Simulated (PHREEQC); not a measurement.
Solution (85 °C): 0.057 mol/kgw NaOH and 0.00019 mol/kgw H4SiO4. It is in equilibrium with CO2 at log p = -3.4 (atm). Otherwise closed; pH follows from the charge balance.

Model: ion-association model, phreeqc.dat, run in PHREEQC.

No solid was allowed to form.

Task: Predict the pH, specific conductance, ionic strength.

Result: pH 9.56; specific conductance 8290 µS/cm; ionic strength 0.0431 mol/kgw.

Task: In which forms is C present?

Result: NaCO3- 57 %, HCO3- 29 %, CO3-2 14 % of the C.

At this temperature some constants are extrapolated from 25 °C, and those without enthalpy data are left unchanged.
